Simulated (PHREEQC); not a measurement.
PHREEQC input (ion-association model, wateq4f.dat):

```
SOLUTION_MASTER_SPECIES
  An  An-  0  An  62.0  # stands for a non-complexing anion
SOLUTION_SPECIES
  An- = An-
    -log_k 0
    -gamma 3.0 0
PHASES
  Fix_H+
    H+ = H+
    -log_k 0
SOLUTION 1
  temp 25
  units mmol/kgw
  pH 7 charge
  Na 10
  An 10
END
SELECTED_OUTPUT 1
  -reset false
  -pH true
  -pe true
  -ionic_strength true
  -water true
  -totals Na
  -molalities Hfo_wOH Hfo_wOH2+ Hfo_wO- Hfo_sOH Hfo_sOH2+ Hfo_sO-
USER_PUNCH 1
  -headings sigma psi
  10 PUNCH EDL("sigma", "Hfo"), EDL("psi", "Hfo")
PRINT
  -reset false
USE solution 1
SURFACE 1
  Hfo_wOH 0.000404494 600 0.18
  Hfo_sOH 1.01124e-05
EQUILIBRIUM_PHASES 1
  Fix_H+ -3 HAn 10
    -force_equality true
  O2(g) -0.68 10
END
# ... the last block is repeated for the other 16 points of pH, with NaOH or the acid as the point needs
```

Selected output (columns that matter, 11 of 17 rows; pH added in front):

```
pH	mu	Na	m_Hfo_wOH	m_Hfo_wOH2+	m_Hfo_wO-	m_Hfo_sOH	m_Hfo_sOH2+	m_Hfo_sO-	sigma	psi
3	0.011281	0.01	4.9497e-05	0.00035484	1.5817e-07	1.2374e-06	8.871e-06	3.9543e-09	0.32481	0.20317
3.75	0.010333	0.01	0.00013283	0.00027017	1.4961e-06	3.3208e-06	6.7542e-06	3.7402e-08	0.24605	0.19117
4.12	0.010196	0.01	0.00017714	0.00022415	3.2069e-06	4.4285e-06	5.6038e-06	8.0173e-08	0.20234	0.18148
4.88	0.010084	0.01	0.00024972	0.00014492	9.8576e-06	6.243e-06	3.623e-06	2.4644e-07	0.12369	0.15655
5.25	0.010059	0.01	0.00027295	0.00011695	1.4593e-05	6.8237e-06	2.9239e-06	3.6482e-07	0.093743	0.14245
6	0.010029	0.01	0.00029904	7.9772e-05	2.5681e-05	7.4761e-06	1.9943e-06	6.4203e-07	0.049536	0.11026
6.75	0.010013	0.01	0.00030791	6.0939e-05	3.5642e-05	7.6979e-06	1.5235e-06	8.9105e-07	0.023167	0.073562
7.12	0.010008	0.01	0.00030944	5.5603e-05	3.9451e-05	7.736e-06	1.3901e-06	9.8628e-07	0.014792	0.054156
7.88	0.010002	0.01	0.00031046	4.8621e-05	4.5414e-05	7.7615e-06	1.2155e-06	1.1354e-06	0.0029365	0.012729
8.25	0.010003	0.010004	0.00031049	4.6034e-05	4.7974e-05	7.7622e-06	1.1509e-06	1.1994e-06	-0.0017769	-0.0077515
9	0.010018	0.010026	0.00030969	4.0354e-05	5.4447e-05	7.7424e-06	1.0089e-06	1.3612e-06	-0.012907	-0.048801
```

Species that the database lacks are ignored. The oxide is taken as insoluble; below pH 4 it would dissolve.
